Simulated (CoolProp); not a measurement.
The numbers come from the reference Helmholtz-energy equation of state, Gao 2020 in CoolProp.

Task: For ammonia, give the phase and the cp (kJ/(kg K)), fugacity coefficient at 419.3 K and 40000 kPa.

Result: 
- 419.3 K and 40000 kPa: supercritical; cp 5.26, fugacity coefficient 0.296
